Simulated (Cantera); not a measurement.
Cantera run, input and output.

```python
import numpy as np
import cantera as ct

gas = ct.Solution("h2o2.yaml")
gas.TPX = 1425, 2666, {'H2': 0.029, 'O2': 1, 'N2': 1.2}
reactor = ct.IdealGasConstPressureReactor(gas, energy="off", clone=False)
net = ct.ReactorNet([reactor])
net.rtol, net.atol = 1e-08, 1e-18
show = ['H2', 'O2', 'H2O2', 'H', 'HO2', 'OH', 'O']
times = np.geomspace(0.001, 1, 10)

steps = ct.SolutionArray(gas, extra=["t"])
rows = []
print(f"{'t/s':>10s}{'T/K':>9s}{'P/Pa':>11s}" + "".join(f"{s:>11s}" for s in show))
for t in times:
    while net.time < t:
        t_next = net.step()
        steps.append(gas.state, t=t_next)
    rows.append([np.interp(t, steps.t, y) for y in (steps.T, steps.P, *steps(*show).X.T)])
    print(f"{t:10.3e}{rows[-1][0]:9.1f}{rows[-1][1]:11.4g}" + "".join(f"{x:11.3e}" for x in rows[-1][2:]))
rate = np.gradient(steps.T, steps.t)
print("integrator steps:", len(steps.t))
if steps.T.max() > steps.T[0] + 200:
    print(f"time of steepest temperature rise: {steps.t[rate.argmax()]:.4e} s")
gas.TPX = 1425, 2666, {'H2': 0.029, 'O2': 1, 'N2': 1.2}
gas.equilibrate("TP")
print(f"equilibrium (TP): T = {gas.T:.1f} K  " + "  ".join(f"{s} {gas[s].X[0]:.3e}" for s in show))
```

Output:

```
       t/s      T/K       P/Pa         H2         O2       H2O2          H        HO2         OH          O
 1.000e-03   1425.0       2666  1.288e-02  4.485e-01  1.221e-09  1.653e-05  4.683e-07  6.041e-05  7.136e-05
 2.154e-03   1425.0       2666  8.615e-04  4.378e-01  3.875e-08  1.203e-03  1.098e-06  2.544e-03  8.958e-03
 4.642e-03   1425.0       2666  1.306e-04  4.370e-01  2.159e-08  8.658e-04  8.665e-07  1.702e-03  1.025e-02
 1.000e-02   1425.0       2666  1.238e-04  4.374e-01  2.125e-08  7.967e-04  8.470e-07  1.658e-03  9.691e-03
 2.154e-02   1425.0       2666  1.110e-04  4.382e-01  2.055e-08  6.703e-04  8.070e-07  1.572e-03  8.617e-03
 4.642e-02   1425.0       2666  8.909e-05  4.396e-01  1.906e-08  4.739e-04  7.287e-07  1.410e-03  6.812e-03
 1.000e-01   1425.0       2666  5.867e-05  4.414e-01  1.622e-08  2.479e-04  5.920e-07  1.147e-03  4.400e-03
 2.154e-01   1425.0       2666  2.912e-05  4.432e-01  1.181e-08  8.485e-05  4.016e-07  8.097e-04  2.142e-03
 4.642e-01   1425.0       2666  1.078e-05  4.443e-01  6.923e-09  1.884e-05  2.143e-07  4.936e-04  7.820e-04
 1.000e+00   1425.0       2666  3.292e-06  4.448e-01  3.267e-09  3.153e-06  9.260e-08  2.731e-04  2.368e-04
integrator steps: 1085
equilibrium (TP): T = 1425.0 K  H2 7.956e-08  O2 4.450e-01  H2O2 1.874e-10  H 1.186e-08  HO2 2.835e-08  OH 4.261e-05  O 5.706e-06
```

Computed with Cantera and the H2/O2 subset of GRI-Mech 3.0, which has no nitrogen chemistry. Radical loss at walls, strong at low pressure, is not modelled.
